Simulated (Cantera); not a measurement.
Charge: 1 mol ZrO₂, 14 mol H₂, equilibrated at 13300 Pa.

Equilibrium computed with Cantera from the NASA thermochemical tables; the gas is ideal and each condensed phase is pure. Candidate condensed phases: H₂O, Zr, ZrO₂; 12 gas species. Rates play no part. All values below are at 1723 K.

Base state: H₂ 1.000, H 0.000499 (mole fractions); condensed: ZrO₂(tetragonal).

Problem. What changes in the equilibrium state with this change: pressure from 13300 Pa to 670 Pa?

Solution. 
```tsv
species	before	after
H₂	1.000	0.998
H	0.000499	0.00223
ZrO₂(tetragonal), mol	1.00	1.000
```
